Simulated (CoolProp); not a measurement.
Saturation properties of isohexane (Tc = 497.7 K, pc = 3.043 MPa, ω = 0.280).

Values from CoolProp's reference Helmholtz-energy equation of state, Lemmon 2006. It is a short technical equation, of lower accuracy than the large ones.

```json
[
 {"T (K)": "290.7", "p (MPa)": "0.02055", "liquid density (kg/m³)": "655.3", "vapour density (kg/m³)": "0.7443", "enthalpy of vaporisation (kJ/kg)": "352.1", "surface tension (mN/m)": "17.6"},
 {"T (K)": "304.9", "p (MPa)": "0.03705", "liquid density (kg/m³)": "642.3", "vapour density (kg/m³)": "1.290", "enthalpy of vaporisation (kJ/kg)": "342.8", "surface tension (mN/m)": "16.2"},
 {"T (K)": "319.2", "p (MPa)": "0.06306", "liquid density (kg/m³)": "628.8", "vapour density (kg/m³)": "2.121", "enthalpy of vaporisation (kJ/kg)": "333.1", "surface tension (mN/m)": "14.8"},
 {"T (K)": "333.4", "p (MPa)": "0.1014", "liquid density (kg/m³)": "615.0", "vapour density (kg/m³)": "3.315", "enthalpy of vaporisation (kJ/kg)": "323.0", "surface tension (mN/m)": "13.4"},
 {"T (K)": "347.7", "p (MPa)": "0.1565", "liquid density (kg/m³)": "600.7", "vapour density (kg/m³)": "4.993", "enthalpy of vaporisation (kJ/kg)": "312.3", "surface tension (mN/m)": "12.0"},
 {"T (K)": "361.9", "p (MPa)": "0.2316", "liquid density (kg/m³)": "585.8", "vapour density (kg/m³)": "7.257", "enthalpy of vaporisation (kJ/kg)": "300.8", "surface tension (mN/m)": "10.7"},
 {"T (K)": "376.2", "p (MPa)": "0.3323", "liquid density (kg/m³)": "570.0", "vapour density (kg/m³)": "10.29", "enthalpy of vaporisation (kJ/kg)": "288.4", "surface tension (mN/m)": "9.33"},
 {"T (K)": "390.4", "p (MPa)": "0.4621", "liquid density (kg/m³)": "553.5", "vapour density (kg/m³)": "14.24", "enthalpy of vaporisation (kJ/kg)": "275.0", "surface tension (mN/m)": "8.04"},
 {"T (K)": "404.6", "p (MPa)": "0.6267", "liquid density (kg/m³)": "535.7", "vapour density (kg/m³)": "19.38", "enthalpy of vaporisation (kJ/kg)": "260.3", "surface tension (mN/m)": "6.79"},
 {"T (K)": "418.9", "p (MPa)": "0.8331", "liquid density (kg/m³)": "516.3", "vapour density (kg/m³)": "26.10", "enthalpy of vaporisation (kJ/kg)": "243.8", "surface tension (mN/m)": "5.56"},
 {"T (K)": "433.1", "p (MPa)": "1.084", "liquid density (kg/m³)": "495.1", "vapour density (kg/m³)": "34.84", "enthalpy of vaporisation (kJ/kg)": "225.2", "surface tension (mN/m)": "4.39"}
]
```

It boils at 333.4 K under 1 atm.

Surface tension comes from a separate correlation (Mulero 2012).
